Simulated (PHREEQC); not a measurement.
A solution holds 61 mmol/kgw TMAH, 8.3 mmol/kgw NaAlO2 and 4 mmol/kgw K2CO3, at 25 °C. Closed to the air; pH follows from the charge balance.

Computed with PHREEQC (ion-association model, phreeqc.dat).

Task: The ionic strength comes out as 0.0808 mol/kgw. What activity coefficients do K+, OH-, NaCO3-, CO3-2, HCO3- get?

Result: K+ 0.78, OH- 0.78, NaCO3- 0.79, CO3-2 0.41, HCO3- 0.80.

Precipitation was switched off in this run. Complexes and solids missing from the database can't appear. (CH3)4N+ isn't in the database: it is added as a free cation with an ion size of 4 Å.
